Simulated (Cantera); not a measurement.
A Cantera script and its output.

```python
import numpy as np
import cantera as ct

gas = ct.Solution("gri30.yaml")
gas.TPX = 648, 1000000, {'CO': 1, 'H2': 0.15, 'O2': 0.479, 'N2': 1.8}
flame = ct.FreeFlame(gas, width=0.008)
flame.set_refine_criteria(ratio=3, slope=0.08, curve=0.16)
flame.transport_model = "mixture-averaged"
flame.solve(loglevel=0, auto=True)
z, T = flame.grid, flame.T
thick = (T[-1] - T[0]) / np.gradient(T, z).max()
show = ['CO', 'H2', 'O2', 'OH', 'H2O', 'O']
print(f"laminar burning velocity  {flame.velocity[0] * 100:.3f} cm/s")
print(f"burnt temperature         {T[-1]:.1f} K")
print(f"thermal thickness         {thick * 1e3:.4f} mm")
print(f"grid points               {len(z)}")
z0 = z[flame.heat_release_rate.argmax()]
print(f"{'z/mm':>9s}{'T/K':>9s}{'u/(m/s)':>9s}" + "".join(f"{s:>11s}" for s in show))
rows = []
for k in (-3, -2, -1.5, -1, -0.5, -0.25, 0, 0.25, 0.5, 1, 2, 4, 8):
    zz = z0 + k * thick
    rows.append([k * thick, np.interp(zz, z, T), np.interp(zz, z, flame.velocity),
                 *(np.interp(zz, z, flame.X[gas.species_index(s)]) for s in show)])
    print(f"{rows[-1][0] * 1e3:9.3f}{rows[-1][1]:9.1f}{rows[-1][2]:9.3f}" + "".join(f"{x:11.3e}" for x in rows[-1][3:]))
```

It prints:

```
laminar burning velocity  162.748 cm/s
burnt temperature         2658.4 K
thermal thickness         0.0510 mm
grid points               118
     z/mm      T/K  u/(m/s)         CO         H2         O2         OH        H2O          O
   -0.153    648.0    1.627  2.917e-01  4.360e-02  1.397e-01  3.518e-14  2.045e-07  1.396e-13
   -0.102    648.1    1.627  2.919e-01  4.300e-02  1.398e-01  1.613e-12  4.912e-06  4.105e-11
   -0.076    648.4    1.626  2.921e-01  4.204e-02  1.399e-01  1.259e-11  2.263e-05  5.668e-10
   -0.051    651.7    1.630  2.929e-01  3.915e-02  1.403e-01  4.633e-10  1.981e-04  2.511e-08
   -0.025    723.8    1.794  2.924e-01  2.959e-02  1.390e-01  1.300e-06  3.375e-03  4.529e-06
   -0.013   1019.8    2.496  2.767e-01  1.945e-02  1.261e-01  2.822e-04  1.462e-02  2.956e-04
    0.000   1499.6    3.588  2.324e-01  8.574e-03  9.273e-02  1.976e-03  3.151e-02  3.864e-03
    0.013   1834.7    4.283  1.835e-01  3.951e-03  6.067e-02  4.455e-03  3.706e-02  8.079e-03
    0.025   2029.3    4.653  1.517e-01  3.510e-03  4.369e-02  6.045e-03  3.622e-02  8.667e-03
    0.051   2228.5    5.024  1.255e-01  3.564e-03  3.084e-02  6.957e-03  3.647e-02  6.803e-03
    0.102   2396.5    5.337  1.090e-01  3.127e-03  2.263e-02  6.561e-03  3.930e-02  4.142e-03
    0.204   2521.6    5.564  9.581e-02  2.632e-03  1.614e-02  5.590e-03  4.173e-02  2.362e-03
    0.408   2606.6    5.713  8.589e-02  2.285e-03  1.123e-02  4.646e-03  4.331e-02  1.398e-03
```

Cantera simulation using GRI-Mech 3.0 (53 species, 325 reactions); the numbers are that mechanism's predictions, not measurements. The hydrogen kinetics of GRI-Mech 3.0 are dated; newer H2 mechanisms differ, most at raised pressure. Burning velocities carry a grid error of a few per cent, more on coarse grids.
